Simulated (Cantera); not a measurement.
**n-butane + O2 + H2O (carbon deposition, reforming and gasification)**

Input: 1 mol n-butane, 0.01 mol O2, a varied amount of H2O, equilibrated at 277 °C and 750 Torr.

These are equilibrium values from Cantera (NASA tables, ideal gas, pure condensed phases), not measurements of a reactor. Candidate condensed phases: C, C6H6, C7H8, C8H18, H2O; 110 gas species. The numbers say what is thermodynamically allowed, not how fast it happens.

From 0.12 mol H2O to 2.4 mol H2O the condensed part is C(graphite). The main C-bearing gas is CH4 throughout. The share of C in condensed phases is highest at 0.12 mol H2O (39.3 %) and lowest at 2.4 mol H2O (31.3 %).

```
n(H2O) (mol)  log p CH4  log p H2O  log p H2  log p CO2  log p CO  log p C2H6  n C(graphite)
------------  ---------  ---------  --------  ---------  --------  ----------  -------------
0.12              -0.04      -1.29     -1.34      -3.52     -5.33       -5.53           1.57
0.37              -0.08      -0.89     -1.36      -2.69     -4.91       -5.59           1.56
0.63              -0.12      -0.72     -1.37      -2.30     -4.72       -5.64           1.55
0.88              -0.15      -0.61     -1.39      -2.06     -4.60       -5.69           1.52
1.1               -0.18      -0.55     -1.40      -1.92     -4.53       -5.73           1.49
1.4               -0.21      -0.49     -1.42      -1.76     -4.45       -5.77           1.45
1.6               -0.22      -0.46     -1.43      -1.68     -4.41       -5.80           1.42
1.9               -0.25      -0.43     -1.44      -1.59     -4.36       -5.84           1.36
2.1               -0.27      -0.41     -1.45      -1.53     -4.33       -5.86           1.32
2.4               -0.29      -0.38     -1.46      -1.46     -4.30       -5.90           1.25
```
log p: log10 of the partial pressure in bar; n: condensed amount in mol.
